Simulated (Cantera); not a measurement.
Charge: 1 mol AlN, 0.45 mol HI, 0.26 mol N2, equilibrated at 0.870 bar.

Cantera equilibrium calculation (NASA polynomials, part measured and part estimated; ideal gas, pure solids and liquids). Candidate condensed phases: Al, AlI3, AlN, I2; 19 gas species. Kinetics and transport are ignored. All values below are at 1150 K.

Base state: N2 0.416, HI 0.250, H2 0.188, AlI3 0.108, I 0.0237, I2 0.0142, Al2I6 2.54e-5, NH3 1.12e-5 (mole fractions); condensed: AlN(s).

### Question
What changes in the equilibrium state with this change: HI from 0.45 to 0.062 mol?

### Answer
| species | before | after |
|---|---|---|
| N2 | 0.416 | 0.813 |
| HI | 0.250 | 0.0887 |
| H2 | 0.188 | 0.0512 |
| AlI3 | 0.108 | 0.0243 |
| I2 | 0.0142 | 0.00657 |
| I | 0.0237 | 0.0162 |
| Al2I6 | 2.54e-5 | 1.29e-6 |
| NH3 | 1.12e-5 | 2.21e-6 |
| AlN(s), mol | 0.922 | 0.992 |
